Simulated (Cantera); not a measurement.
## Ignition delay

Mixture: 12.0 % CH4, 18.5 % O2, 69.5 % N2, equivalence ratio 1.3, at 0.400 bar, adiabatic and at constant pressure. Ignition delay is the time to a rise of 400 K.

Detailed kinetics in Cantera: GRI-Mech 3.0 (53 species, 325 reactions).

```csv
T0 (K),delay (ms)
1148,248
1198,115
1248,55.3
1298,27.7
1348,14.5
1398,7.86
1448,4.46
1498,2.65
```

```json
{
  "apparent activation energy between 1398 and 1498 K": "190 kJ/mol"
}
```
